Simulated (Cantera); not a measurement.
Feed: 1 mol Si, 2.7 mol CO2, 73 mol H2, equilibrated at 1325 K and 13000 Pa.

Equilibrium computed with Cantera from the NASA thermochemical tables; the gas is ideal and each condensed phase is pure. Candidate condensed phases: C, C6H6, C7H8, C8H18, H2O, Si, SiC, SiO2; 123 gas species. The tables hold silica as quartz up to 1696 K and as liquid above; real silica turns to tridymite and cristobalite and melts near 1996 K. Rates play no part.

**Question.** What is the equilibrium state?

**Answer.** 
| Item | Value |
|---|---|
| x(H2) | 0.955 |
| x(CO) | 0.0355 |
| x(H2O) | 0.00907 |
| x(CO2) | 0.000181 |
| x(H) | 4.43e-6 |
| x(CH4) | 2.78e-6 |
| n(SiO2(β-quartz)) | 1.00 mol |
| gas amount | 75.70 mol |
| log10 activity of C(graphite) (absent) | -2.46 |
| log10 activity of Si(s) (absent) | -8.77 |
